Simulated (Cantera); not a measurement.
A closed system holds: 1 mol Nb2O5, 2.9 mol H2, equilibrated at 1852 °C and 60.0 Pa.

Cantera equilibrium calculation (NASA polynomials, part measured and part estimated; ideal gas, pure solids and liquids). Candidate condensed phases: H2O, Nb, NbO, NbO2, Nb2O5; 12 gas species. Mutual solubility and eutectic melting of coexisting phases are not modelled. Condensed phases not in the tables: the oxides between NbO2 and Nb2O5. Rates play no part.

Base state: H2 0.711, H 0.125, H2O 0.112, NbO2 0.0487, OH 0.00245, O 0.000305, NbO 0.000233, O2 2.04e-5 (mole fractions); condensed: NbO2(s) + Nb2O5(l).

Q: What changes in the equilibrium state with this change: temperature from 1852 °C to 1075 °C?

A: 
```json
[
 {"species": "H2", "before": "0.711", "after": "0.954"},
 {"species": "H2O", "before": "0.112", "after": "0.0462"},
 {"species": "H", "before": "0.125", "after": "9.22e-5"},
 {"species": "NbO2", "before": "0.0487", "after": "<1e-9"},
 {"species": "O", "before": "0.000305", "after": "<1e-9"},
 {"species": "NbO", "before": "0.000233", "after": "<1e-9"},
 {"species": "NbO2(s), mol", "before": "0.590", "after": "0.268"},
 {"species": "Nb2O5(l), mol", "before": "0.625", "after": "0"},
 {"species": "Nb2O5(s), mol", "before": "0", "after": "0.866"}
]
```

Q: What changes in the equilibrium state with this change: Nb2O5 replaced by CuO?

A: 
```tsv
species	before	after
H2	0.711	0.419
Cu	0	0.243
H2O	0.112	0.235
NbO2	0.0487	0
H	0.125	0.0959
NbO	0.000233	0
Cu2	0	1.70e-5
NbO2(s), mol	0.590	0
Nb2O5(l), mol	0.625	0
```
Further candidate phases: Cu, CuO, Cu(OH)2, Cu2O.
